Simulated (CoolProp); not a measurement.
The fluid at 374.31 K and 0.456 MPa (gas) is heated at constant pressure to 431.6 K. The same conditions are run with several fluids, on thermodynamics alone (safety and materials aside).

The numbers come from the reference Helmholtz-energy equation of state of each fluid (hydrogen sulfide: Lemmon 2006; C3F8 (R218): Lemmon 2006; R125: Lemmon 2005; n-butane: Bücker 2006; CH2F2 (R32): Tillner-Roth 1997) in CoolProp.

```json
[
 {"fluid": "hydrogen sulfide", "heat (kJ/kg)": "61.1", "final density (kg/m³)": "?"},
 {"fluid": "C3F8 (R218)", "heat (kJ/kg)": "54.0", "final density (kg/m³)": "?"},
 {"fluid": "R125", "heat (kJ/kg)": "54.6", "final density (kg/m³)": "?"},
 {"fluid": "n-butane", "heat (kJ/kg)": "?", "final density (kg/m³)": "7.69"},
 {"fluid": "CH2F2 (R32)", "heat (kJ/kg)": "?", "final density (kg/m³)": "6.71"}
]
```

Q: Complete the blanks.

A: 
- hydrogen sulfide, final density (kg/m³): 4.38
- C3F8 (R218), final density (kg/m³): 24.5
- R125, final density (kg/m³): 15.5
- n-butane, heat (kJ/kg): 127
- CH2F2 (R32), heat (kJ/kg): 58.4
